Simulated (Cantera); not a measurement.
What does this Cantera script print?

```python
import numpy as np
import cantera as ct

gas = ct.Solution("gri30.yaml")
gas.TPX = 575, 110000, {'CH4': 1, 'O2': 1.82, 'N2': 6.84, 'H2': 0.34}
inlet = ct.Reservoir(gas, clone=True)
gas.equilibrate("HP")  # start burning
reactor = ct.IdealGasConstPressureReactor(gas, energy="on", clone=False)
exhaust = ct.Reservoir(gas, clone=True)
tau = [0.042, 0.02, 0.0094, 0.0045, 0.0021, 0.001, 0.00048, 0.00023, 0.00011, 5.2e-05, 2.5e-05][0]
for a, b in ((inlet, reactor), (reactor, exhaust)):
    ct.MassFlowController(a, b, mdot=lambda t: reactor.mass / tau)
net = ct.ReactorNet([reactor])
show = ['CH4', 'O2', 'H', 'CH3', 'NO']

rows = []
print(f"{'tau/s':>10s}{'T/K':>9s}" + "".join(f"{s:>11s}" for s in show))
for tau in [0.042, 0.02, 0.0094, 0.0045, 0.0021, 0.001, 0.00048, 0.00023, 0.00011, 5.2e-05, 2.5e-05]:
    net.initial_time = 0.0
    net.advance(30 * tau)
    before = gas.X
    net.advance(40 * tau)
    drift = np.max(np.abs(gas.X - before) / (gas.X + 1e-9))
    rows.append([gas.T, *gas[show].X, drift])
    print(f"{tau:10.3e}{gas.T:9.1f}" + "".join(f"{x:11.3e}" for x in gas[show].X))
```

Output:

```
     tau/s      T/K        CH4         O2          H        CH3         NO
 4.200e-02   2321.6  7.686e-06  7.382e-04  2.762e-03  6.119e-06  6.302e-04
 2.000e-02   2309.3  1.227e-05  1.052e-03  3.351e-03  9.892e-06  6.160e-04
 9.400e-03   2291.0  1.936e-05  1.558e-03  4.220e-03  1.552e-05  5.820e-04
 4.500e-03   2266.2  3.044e-05  2.298e-03  5.393e-03  2.373e-05  5.243e-04
 2.100e-03   2232.6  5.001e-05  3.372e-03  6.997e-03  3.707e-05  4.407e-04
 1.000e-03   2192.2  8.460e-05  4.757e-03  8.943e-03  5.870e-05  3.474e-04
 4.800e-04   2146.1  1.500e-04  6.497e-03  1.112e-02  9.644e-05  2.590e-04
 2.300e-04   2096.1  2.848e-04  8.764e-03  1.320e-02  1.683e-04  1.847e-04
 1.100e-04   2042.4  5.946e-04  1.215e-02  1.449e-02  3.207e-04  1.259e-04
 5.200e-05   1971.1  1.554e-03  1.931e-02  1.342e-02  7.416e-04  7.249e-05
 2.500e-05    575.0  1.000e-01  1.820e-01  7.182e-21 -1.248e-18 -3.852e-19
```

Detailed kinetics in Cantera: GRI-Mech 3.0 (53 species, 325 reactions).
